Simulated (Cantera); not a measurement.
What does this Cantera script print?

```python
import numpy as np
import cantera as ct

gas_names = """
    C CH CH2 CH3 CH4 CN C2 C2H C2H2,acetylene C2H2,vinylidene C2H3,vinyl CH3CN C2H4 C2H5 C2H6 CCN CNC
    C2N2 C3 C3H3,propargyl C3H4,allene C3H4,propyne C3H4,cyclo- C3H5,allyl C3H6,propylene C3H6,cyclo-
    C3H7,n-propyl C3H7,i-propyl C3H8 C4 C4H2 C4H4,1,3-cyclo- C4H6,butadiene C4H6,2-butyne C4H6,cyclo-
    C4H8,1-butene C4H8,cis2-buten C4H8,tr2-butene C4H8,isobutene C4H8,cyclo- C4H9,n-butyl C4H9,i-butyl
    C4H9,s-butyl C4H9,t-butyl C4H10,isobutane C4H10,n-butane C4N2 C5 C5H6,1,3cyclo- C5H8,cyclo-
    C5H10,1-pentene C5H10,cyclo- C5H11,pentyl C5H11,t-pentyl C5H12,n-pentane C5H12,i-pentane
    CH3C(CH3)2CH3 C6H2 C6H5,phenyl C6H6 C6H10,cyclo- C6H12,1-hexene C6H12,cyclo- C6H13,n-hexyl
    C7H7,benzyl C7H8 C7H14,1-heptene C7H15,n-heptyl C7H16,n-heptane C8H8,styrene C8H10,ethylbenz
    C8H16,1-octene C8H17,n-octyl C8H18,isooctane C8H18,n-octane C9H19,n-nonyl C10H8,naphthale
    C10H21,n-decyl C12H9,o-bipheny C12H10,bipheny H HCN HCCN HNC H2 N NH NH2 NH3 N2 N2H2 N2H4 Si SiC
    SiC2 SiC4H12 SiH SiH2 SiH3 SiH4 SiN Si2 Si2C Si2N Si3
""".split()
cond_names = """
    C(gr) C6H6(L) C7H8(L) C8H18(L),n-octa Si(cr) Si(L) SiC(b) Si3N4(a)
""".split()


def load(file, names, dense=False):
    # The tables refer to 1 bar. Condensed volumes are neglected.
    table = {s.name: s for s in ct.Species.list_from_file(file)}
    out = []
    for n in names:
        d = dict(table[n].input_data)
        d["thermo"] = dict(d["thermo"], **{"reference-pressure": 1e5})
        if dense:
            d["equation-of-state"] = {"model": "constant-volume", "density": "1e6 g/cm^3"}
        out.append(ct.Species.from_dict(d))
    return out


gas = ct.Solution(thermo="ideal-gas", species=load("nasa_gas.yaml", gas_names))
cond = {s.name: ct.Solution(thermo="fixed-stoichiometry", species=[s], name=s.name)
        for s in load("nasa_condensed.yaml", cond_names, dense=True)}
atoms = {
    'Si3N4': {'Si': 3, 'N': 4},
    'C': {'C': 1},
    'H2': {'H': 2},
}
top_T = {'C(gr)': 4500, 'SiC(b)': 3050, 'Si3N4(a)': 2400}  # K; cautious upper limits of use, not melting points


def equilibrate(T, P, feed):
    n = {}
    for name, mol in feed.items():
        for a, k in atoms[name].items():
            n[a] = n.get(a, 0.0) + k * mol
    gas.TPX = T, P, n
    mass = sum(n.values()) * gas.mean_molecular_weight
    gas.equilibrate("TP")
    valid = [c for c in cond.values() if c.min_temp <= T <= top_T.get(c.name, c.max_temp)]
    mix = ct.Mixture([(gas, mass / gas.mean_molecular_weight)] + [(c, 0.0) for c in valid])
    mix.T, mix.P = T, P
    mix.equilibrate("TP", solver="vcs", rtol=1e-11, max_steps=5000)
    return mix


results = []
feed = {'Si3N4': 1, 'C': 0.1, 'H2': 0.014}  # mol
P = 1.6  # Pa
for T in [2025, 2075, 2125, 2175, 2225, 2275, 2325, 2375, 2425, 2475, 2525, 2575, 2625, 2675]:
    mix = equilibrate(T, P, feed)
    results.append((T, P, feed, dict(zip(mix.species_names, mix.species_moles))))
    x = sorted(zip(gas.X, gas.species_names), reverse=True)
    print(f"T = {T:g} K  P = {P:g} Pa  gas = {mix.phase_moles(0):.4g} mol")
    print("   x: " + "  ".join(f"{s} {v:.3e}" for v, s in x if v > 1e-05))
    print("   condensed (mol): " + ("  ".join(f"{mix.phase(i).name} {mix.phase_moles(i):.4g}"
          for i in range(1, mix.n_phases) if mix.phase_moles(i) > 1e-12) or "none"))
```

Result:

```
T = 2025 K  P = 1.6 Pa  gas = 4.948 mol
   x: Si 5.717e-01  N2 4.039e-01  Si2C 1.463e-02  H 5.355e-03  SiC2 2.747e-03  Si2 9.881e-04  SiN 3.567e-04  H2 1.239e-04  Si2N 7.191e-05  CN 3.983e-05  HCN 3.697e-05  Si3 3.288e-05  SiH 1.629e-05
   condensed (mol): none
T = 2075 K  P = 1.6 Pa  gas = 4.972 mol
   x: Si 5.762e-01  N2 4.020e-01  Si2C 1.030e-02  H 5.446e-03  SiC2 4.837e-03  Si2 6.431e-04  SiN 3.202e-04  CN 8.748e-05  H2 6.687e-05  HCN 3.867e-05  Si2N 3.555e-05  Si3 1.203e-05  SiH 1.079e-05
   condensed (mol): none
T = 2125 K  P = 1.6 Pa  gas = 4.992 mol
   x: Si 5.800e-01  N2 4.004e-01  SiC2 6.615e-03  Si2C 6.569e-03  H 5.490e-03  Si2 4.261e-04  SiN 2.887e-04  CN 1.655e-04  H2 3.657e-05  HCN 3.579e-05  Si2N 1.813e-05  SiC 1.114e-05
   condensed (mol): none
T = 2175 K  P = 1.6 Pa  gas = 5.006 mol
   x: Si 5.826e-01  N2 3.992e-01  SiC2 7.802e-03  H 5.514e-03  Si2C 3.992e-03  Si2 2.868e-04  CN 2.848e-04  SiN 2.612e-04  HCN 3.104e-05  C 2.384e-05  H2 2.041e-05  SiC 1.552e-05
   condensed (mol): none
T = 2225 K  P = 1.6 Pa  gas = 5.016 mol
   x: Si 5.842e-01  N2 3.984e-01  SiC2 8.472e-03  H 5.527e-03  Si2C 2.383e-03  CN 4.611e-04  SiN 2.372e-04  Si2 1.959e-04  C 5.491e-05  HCN 2.607e-05  SiC 2.050e-05  C3 1.268e-05  H2 1.165e-05
   condensed (mol): none
T = 2275 K  P = 1.6 Pa  gas = 5.022 mol
   x: Si 5.852e-01  N2 3.978e-01  SiC2 8.756e-03  H 5.536e-03  Si2C 1.421e-03  CN 7.149e-04  SiN 2.162e-04  Si2 1.358e-04  C 1.192e-04  C3 2.664e-05  SiC 2.613e-05  HCN 2.156e-05
   condensed (mol): none
T = 2325 K  P = 1.6 Pa  gas = 5.027 mol
   x: Si 5.859e-01  N2 3.972e-01  SiC2 8.744e-03  H 5.541e-03  CN 1.070e-03  Si2C 8.509e-04  C 2.463e-04  SiN 1.977e-04  Si2 9.550e-05  C3 5.162e-05  SiC 3.242e-05  HCN 1.768e-05  C2 1.462e-05
   condensed (mol): none
T = 2375 K  P = 1.6 Pa  gas = 5.032 mol
   x: Si 5.864e-01  N2 3.966e-01  SiC2 8.465e-03  H 5.543e-03  CN 1.551e-03  Si2C 5.125e-04  C 4.860e-04  SiN 1.815e-04  C3 9.286e-05  Si2 6.813e-05  SiC 3.922e-05  C2 2.930e-05  HCN 1.439e-05  N 1.361e-05
   condensed (mol): none
T = 2425 K  P = 1.6 Pa  gas = 5.037 mol
   x: Si 5.868e-01  N2 3.959e-01  SiC2 7.910e-03  H 5.542e-03  CN 2.173e-03  C 9.157e-04  Si2C 3.094e-04  SiN 1.672e-04  C3 1.543e-04  C2 5.500e-05  Si2 4.926e-05  SiC 4.622e-05  N 2.247e-05  HCN 1.159e-05
   condensed (mol): none
T = 2475 K  P = 1.6 Pa  gas = 5.044 mol
   x: Si 5.871e-01  N2 3.950e-01  SiC2 7.055e-03  H 5.538e-03  CN 2.931e-03  C 1.641e-03  C3 2.332e-04  Si2C 1.860e-04  SiN 1.544e-04  C2 9.582e-05  SiC 5.278e-05  N 3.635e-05  Si2 3.608e-05
   condensed (mol): none
T = 2525 K  P = 1.6 Pa  gas = 5.053 mol
   x: Si 5.873e-01  N2 3.938e-01  SiC2 5.907e-03  H 5.531e-03  CN 3.774e-03  C 2.778e-03  C3 3.133e-04  C2 1.526e-04  SiN 1.430e-04  Si2C 1.102e-04  SiC 5.794e-05  N 5.767e-05  Si2 2.675e-05
   condensed (mol): none
T = 2575 K  P = 1.6 Pa  gas = 5.064 mol
   x: Si 5.875e-01  N2 3.925e-01  H 5.522e-03  CN 4.597e-03  SiC2 4.545e-03  C 4.402e-03  C3 3.627e-04  C2 2.179e-04  SiN 1.329e-04  N 8.987e-05  Si2C 6.368e-05  SiC 6.054e-05  Si2 2.005e-05
   condensed (mol): none
T = 2625 K  P = 1.6 Pa  gas = 5.077 mol
   x: Si 5.875e-01  N2 3.912e-01  C 6.467e-03  H 5.510e-03  CN 5.243e-03  SiC2 3.143e-03  C3 3.506e-04  C2 2.732e-04  N 1.377e-04  SiN 1.237e-04  SiC 5.956e-05  Si2C 3.542e-05  Si2 1.519e-05
   condensed (mol): none
T = 2675 K  P = 1.6 Pa  gas = 5.09 mol
   x: Si 5.873e-01  N2 3.900e-01  C 8.746e-03  CN 5.558e-03  H 5.498e-03  SiC2 1.922e-03  C2 2.962e-04  C3 2.763e-04  N 2.077e-04  SiN 1.155e-04  SiC 5.473e-05  Si2C 1.880e-05  Si2 1.162e-05
   condensed (mol): none
```

Cantera equilibrium calculation (NASA polynomials, part measured and part estimated; ideal gas, pure solids and liquids). The tables' values for SiN are old estimates; treat these amounts as uncertain.
